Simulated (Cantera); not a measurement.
Feed: 1 mol Ti, 0.71 mol CO2, 2.3 mol H2, equilibrated at 0.00133 bar.

Equilibrium computed with Cantera from the NASA thermochemical tables; the gas is ideal and each condensed phase is pure. Candidate condensed phases: C, C6H6, C7H8, C8H18, H2O, Ti, TiC, TiO, TiO2, Ti2O3, Ti3O5, Ti4O7; 113 gas species. Mutual solubility and eutectic melting of coexisting phases are not modelled. TiC, TiO: taken at fixed stoichiometry. Condensed phases not in the tables: solid solutions among these carbides, nitrides and lower oxides. Kinetics and transport are ignored.

x: gas mole fraction; n: condensed amount in mol.

```tsv
T (K)	x H2	x CO	x H	x H2O	x CH4	n TiC(s)	n Ti2O3(s)	n TiO(s)
1173	0.854	0.146	(withheld)	1.36e-5	8.19e-6	0.316	0.342	0
1223	0.854	0.146	(withheld)	1.49e-5	2.90e-6	0.316	0.342	0
1273	0.854	0.146	(withheld)	1.62e-5	1.12e-6	0.316	0.342	0
1323	0.854	0.146	(withheld)	1.74e-5	4.62e-7	0.316	0.342	0
1373	0.854	0.146	(withheld)	1.87e-5	2.04e-7	0.316	0.342	0
1423	0.854	0.146	(withheld)	1.98e-5	9.58e-8	0.316	0.342	0
1473	0.853	0.146	(withheld)	2.10e-5	4.74e-8	0.316	0.342	0
1523	0.853	0.146	(withheld)	2.21e-5	2.46e-8	0.316	0.342	0
1573	0.853	0.146	(withheld)	2.31e-5	1.33e-8	0.316	0.342	0
1623	0.852	0.146	(withheld)	2.41e-5	7.49e-9	0.316	0.342	0
1673	0.800	0.197	(withheld)	2.61e-5	4.70e-9	0.145	0	0.855
1723	0.799	0.197	(withheld)	2.48e-5	3.07e-9	0.145	0	0.855
```

What belongs in the gaps?


- 1173, x H: 2.98e-6
- 1223, x H: 7.61e-6
- 1273, x H: 1.80e-5
- 1323, x H: 4.01e-5
- 1373, x H: 8.43e-5
- 1423, x H: 0.000168
- 1473, x H: 0.000320
- 1523, x H: 0.000585
- 1573, x H: 0.00103
- 1623, x H: 0.00175
- 1673, x H: 0.00279
- 1723, x H: 0.00446
